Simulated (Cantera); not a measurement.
**Ammonia decomposition in nitride growth gas**

An isothermal, constant-pressure homogeneous reactor starts with 50.0 % NH3, 50.0 % N2, at 2325 K and 20.0 Torr.

Detailed kinetics in Cantera: the gas-phase N/H chemistry of the illustrative SiF4/NH3 mechanism in the Surface Chemkin manual (1991). Walls and surfaces, which speed up NH3 decomposition in real reactors, are not modelled.

```tsv
t (s)	x NH3	x H2	x NH2	x N2	x NH	x N
6.00e-6	0.500	1.24e-5	3.01e-5	0.500	1.85e-9	<1e-12
3.18e-5	0.500	8.82e-5	0.000182	0.500	8.94e-8	6.46e-11
0.000169	0.499	0.000501	0.000974	0.500	3.99e-6	1.25e-8
0.000896	0.492	0.00455	0.00397	0.499	4.63e-5	3.64e-7
0.00476	0.451	0.0455	0.00397	0.499	8.25e-5	2.95e-6
0.0252	0.291	0.206	0.00244	0.499	9.67e-5	8.23e-6
0.134	0.0453	0.453	0.000628	0.499	5.50e-5	1.01e-5
0.710	5.33e-6	0.482	8.47e-7	0.494	8.98e-7	1.96e-6
3.77	7.88e-8	0.465	2.49e-8	0.488	5.27e-8	2.29e-7
20.0	7.50e-8	0.465	2.38e-8	0.488	5.03e-8	2.18e-7
```
x: mole fraction; the columns are a selection and need not sum to one.

Equilibrium at this temperature and pressure: NH3 7.50e-8, H2 0.465, NH2 2.38e-8, N2 0.488, NH 5.03e-8, N 2.18e-7 (gas phase only).
